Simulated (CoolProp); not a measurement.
Acetone along the isobar 6.48 MPa: fugacity coefficient from the reference equation and from simpler models built on Tc = 235.0 °C, pc = 4.692 MPa, ω = 0.307; each cubic takes its own stable root.

Model: reference Helmholtz-energy equation of state, Lemmon 2006, in CoolProp. It is a short technical equation, of lower accuracy than the large ones.

| T (°C) | phase | reference | van der Waals | Redlich-Kwong | Soave-Redlich-Kwong | Peng-Robinson |
|---|---|---|---|---|---|---|
| 136.45 | liquid | 0.1302 | 0.2902 | 0.1903 | 0.1437 | 0.1379 |
| 154.05 | liquid | 0.1766 | 0.3356 | 0.2420 | 0.1956 | 0.1873 |
| 171.55 | liquid | 0.2310 | 0.3825 | 0.2985 | 0.2562 | 0.2452 |
| 189.15 | liquid | 0.2935 | 0.4308 | 0.3594 | 0.3251 | 0.3110 |
| 206.65 | liquid | 0.3623 | 0.4792 | 0.4224 | 0.3995 | 0.3824 |
| 224.25 | liquid | 0.4363 | 0.5275 | 0.4864 | 0.4775 | 0.4572 |
| 241.75 | supercritical | 0.5119 | 0.5743 | 0.5481 | 0.5536 | 0.5303 |
| 259.35 | supercritical | 0.5832 | 0.6186 | 0.6043 | 0.6205 | 0.5946 |
| 276.85 | supercritical | 0.6353 | 0.6577 | 0.6491 | 0.6704 | 0.6428 |
